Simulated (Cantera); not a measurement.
**SiCl4 + O2 + H2O (silicon oxide and oxynitride deposition)**

Input: 1 mol SiCl4, 2.9 mol O2, 1.5 mol H2O, at 0.00590 bar.

Cantera equilibrium calculation (NASA polynomials, part measured and part estimated; ideal gas, pure solids and liquids). Candidate condensed phases: H2O, Si, SiO2; 30 gas species. The tables hold silica as quartz up to 1696 K and as liquid above; real silica turns to tridymite and cristobalite and melts near 1996 K. Rates play no part.

From 750 K to 800 K the condensed part is SiO2(α-quartz). From 850 K to 1150 K the condensed part is SiO2(β-quartz).

```csv
T (K),x HCl,x O2,x Cl2,x H2O,x Cl,x ClO,n SiO2(α-quartz),n SiO2(β-quartz)
750,0.318,0.403,0.182,0.0968,1.51e-5,1.11e-7,1.00,0
800,0.354,0.409,0.161,0.0762,4.88e-5,2.91e-7,1.00,0
850,0.383,0.414,0.143,0.0597,0.000138,6.80e-7,0,1.00
900,0.406,0.417,0.130,0.0468,0.000347,1.44e-6,0,1.00
950,0.423,0.420,0.119,0.0368,0.000795,2.84e-6,0,1.00
1000,0.436,0.422,0.111,0.0291,0.00168,5.22e-6,0,1.00
1050,0.446,0.424,0.104,0.0232,0.00332,9.07e-6,0,1.00
1100,0.453,0.424,0.0974,0.0187,0.00616,1.49e-5,0,1.00
1150,0.458,0.424,0.0914,0.0154,0.0108,2.35e-5,0,1.00
```
x: gas mole fraction; n: condensed amount in mol.
